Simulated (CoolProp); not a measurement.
Saturated liquid density (kg/m³) of nitrous oxide: the reference equation beside estimates from Tc = 36.4 °C, pc = 7.245 MPa, ω = 0.161.

Model: reference Helmholtz-energy equation of state, Lemmon 2006, in CoolProp. It is a short technical equation, of lower accuracy than the large ones.

| T (°C) | reference | Redlich-Kwong | Soave-Redlich-Kwong |
|---|---|---|---|
| -29.85 | 1037 | 921.4 | 947.4 |
| -21.75 | 1005 | 885.1 | [?] |
| -13.65 | 971.1 | [?] | 872.2 |
| -5.55 | 934.3 | [?] | 829.0 |
| 2.55 | 893.9 | 756.6 | 781.0 |
| 10.65 | [?] | 704.0 | 726.4 |
| 18.75 | 794.5 | 643.0 | 662.2 |
| 26.85 | 724.7 | 566.9 | [?] |

Some entries are withheld; supply them.


- -21.75, Soave-Redlich-Kwong: 911.4
- -13.65, Redlich-Kwong: 846.0
- -5.55, Redlich-Kwong: 803.5
- 10.65, reference: 848.3
- 26.85, Soave-Redlich-Kwong: 581.4

Absolute difference from the reference over all 8 rows, mean and median: Redlich-Kwong 15.4 and 14.7 %, Soave-Redlich-Kwong 12.9 and 12.0 %.
